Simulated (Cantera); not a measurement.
# Thermodynamics of calcination and drying, feed Mg(OH)2 + H2 + CO2

Input: 1 mol Mg(OH)2, 0.55 mol H2, 1.7 mol CO2, held at 800 °C and 3.15 Torr.

Method: chemical equilibrium by Gibbs-energy minimisation in Cantera with the NASA 1993 tables (ideal gas, pure condensed phases). Candidate condensed phases: C, C6H6, C7H8, C8H18, H2O, Mg, MgCO3, MgO, Mg(OH)2; 116 gas species. Rates play no part.

- x(CO2) = 0.437
- x(H2O) = 0.393
- x(CO) = 0.0857
- x(H2) = 0.0835
- n(MgO(s)) = 1.00 mol
- gas amount = 3.250 mol
- log10 activity of C(graphite) (absent) = -5.00
- log10 activity of Mg(l) (absent) = -15.09
